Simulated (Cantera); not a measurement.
Mixture: CH4 : H2 : O2 : N2 = 1 : 0.036 : 2.84 : 7.11 (molar parts), equivalence ratio 0.71, at 2.07 atm, adiabatic and at constant pressure. Ignition delay is the time to a rise of 400 K.

Cantera simulation using GRI-Mech 3.0 (53 species, 325 reactions); the numbers are that mechanism's predictions, not measurements.

Q: What does this change do: 0.016 parts C2H6 added?

A: 
```json
[
 {"quantity": "delay at 1100 K", "before": "32.2 ms", "after": "21.2 ms"},
 {"quantity": "delay at 1250 K", "before": "5.08 ms", "after": "3.59 ms"},
 {"quantity": "delay at 1400 K", "before": "0.946 ms", "after": "0.677 ms"},
 {"quantity": "delay at 1550 K", "before": "0.232 ms", "after": "0.158 ms"},
 {"quantity": "delay at 1700 K", "before": "76.0 µs", "after": "50.1 µs"},
 {"quantity": "apparent activation energy between 1550 and 1700 K", "before": "160 kJ/mol", "after": "170 kJ/mol"}
]
```

Q: What does this change do: pressure from 2.07 atm to 4.93 atm?

A: 
```tsv
quantity	before	after
delay at 1100 K	32.2 ms	12.3 ms
delay at 1250 K	5.08 ms	2.23 ms
delay at 1400 K	0.946 ms	0.459 ms
delay at 1550 K	0.232 ms	0.116 ms
delay at 1700 K	76.0 µs	36.8 µs
apparent activation energy between 1550 and 1700 K	160 kJ/mol	170 kJ/mol
```
